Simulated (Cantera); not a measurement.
## Catalytic combustion on Pt

An isothermal plug-flow reactor at 925 K and 330000 Pa (inlet), inlet velocity 2 m/s, active area per volume 9700 1/m; feed CO : O2 : N2 = 0.0023 : 0.097 : 0.79 (molar parts).

Model: Deutschmann's 1995 Pt surface mechanism with GRI-Mech 3.0 gas chemistry, integrated in Cantera. Catalytic surfaces can have several steady states; this one follows from the mechanism file's or the stated starting coverage. Mass transfer to the wall is taken as infinitely fast.

```tsv
z (m)	x CO	x O2	x H2O	x CO2	θ free Pt	θ O*
7.9e-05	0.000898	0.108	<1e-12	0.00169	0.0862	0.913
0.00014	0.000441	0.108	<1e-12	0.00215	0.0836	0.916
0.00025	0.000130	0.108	<1e-12	0.00246	0.0820	0.918
0.00044	1.66e-5	0.108	<1e-12	0.00257	0.0814	0.919
0.00079	3.81e-7	0.108	<1e-12	0.00259	0.0814	0.919
0.0014	5.34e-10	0.108	<1e-12	0.00259	0.0814	0.919
0.0025	<1e-12	0.108	<1e-12	0.00259	0.0814	0.919
0.0044	<1e-12	0.108	<1e-12	0.00259	0.0814	0.919
0.0079	<1e-12	0.108	<1e-12	0.00259	0.0814	0.919
```
x: gas mole fraction; θ: surface coverage.
